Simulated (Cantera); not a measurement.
An isothermal, constant-pressure homogeneous reactor starts with H₂ : O₂ : N₂ = 0.2 : 1 : 2.8 (molar parts), at 848 K and 100.0 Torr.

Detailed kinetics in Cantera: GRI-Mech 3.0 (53 species, 325 reactions). Radical loss at walls, strong at low pressure, is not modelled. Below about 950 K walls govern HO2 and H2O2 in real vessels. The temperature is held fixed by assumption; the heat of reaction is taken as removed at once.

x: mole fraction; the columns are a selection and need not sum to one.

```json
[
 {"t (s)": "2.00e-6", "x H₂": "0.0500", "x O₂": "0.250", "x O": "<1e-12", "x N₂O": "<1e-12", "x H₂O₂": "<1e-12"},
 {"t (s)": "7.46e-6", "x H₂": "0.0500", "x O₂": "0.250", "x O": "<1e-12", "x N₂O": "<1e-12", "x H₂O₂": "<1e-12"},
 {"t (s)": "2.78e-5", "x H₂": "0.0500", "x O₂": "0.250", "x O": "<1e-12", "x N₂O": "<1e-12", "x H₂O₂": "<1e-12"},
 {"t (s)": "0.000104", "x H₂": "0.0500", "x O₂": "0.250", "x O": "<1e-12", "x N₂O": "<1e-12", "x H₂O₂": "<1e-12"},
 {"t (s)": "0.000386", "x H₂": "0.0500", "x O₂": "0.250", "x O": "1.54e-12", "x N₂O": "<1e-12", "x H₂O₂": "<1e-12"},
 {"t (s)": "0.00144", "x H₂": "0.0500", "x O₂": "0.250", "x O": "3.87e-11", "x N₂O": "<1e-12", "x H₂O₂": "<1e-12"},
 {"t (s)": "0.00537", "x H₂": "0.0500", "x O₂": "0.250", "x O": "(withheld)", "x N₂O": "<1e-12", "x H₂O₂": "(withheld)"},
 {"t (s)": "0.0200", "x H₂": "0.00763", "x O₂": "0.234", "x O": "4.44e-5", "x N₂O": "1.30e-9", "x H₂O₂": "3.29e-6"},
 {"t (s)": "0.0746", "x H₂": "(withheld)", "x O₂": "0.232", "x O": "(withheld)", "x N₂O": "(withheld)", "x H₂O₂": "(withheld)"},
 {"t (s)": "0.278", "x H₂": "0.00325", "x O₂": "0.232", "x O": "7.00e-7", "x N₂O": "1.91e-9", "x H₂O₂": "3.77e-5"},
 {"t (s)": "1.04", "x H₂": "0.00246", "x O₂": "0.232", "x O": "3.32e-7", "x N₂O": "2.12e-9", "x H₂O₂": "6.18e-5"},
 {"t (s)": "3.86", "x H₂": "0.00130", "x O₂": "0.231", "x O": "1.90e-7", "x N₂O": "2.55e-9", "x H₂O₂": "4.99e-5"},
 {"t (s)": "14.4", "x H₂": "0.000275", "x O₂": "0.231", "x O": "7.34e-8", "x N₂O": "3.34e-9", "x H₂O₂": "9.12e-6"},
 {"t (s)": "53.7", "x H₂": "1.90e-5", "x O₂": "0.231", "x O": "4.83e-9", "x N₂O": "3.92e-9", "x H₂O₂": "2.09e-7"},
 {"t (s)": "200", "x H₂": "2.00e-6", "x O₂": "0.231", "x O": "1.16e-10", "x N₂O": "4.00e-9", "x H₂O₂": "3.59e-9"}
]
```

Problem. Some entries are withheld; supply them.

Solution. 
- 0.00537, x O: 8.97e-7
- 0.00537, x H₂O₂: 3.20e-9
- 0.0746, x H₂: 0.00409
- 0.0746, x O: 3.95e-6
- 0.0746, x N₂O: 1.74e-9
- 0.0746, x H₂O₂: 1.36e-5
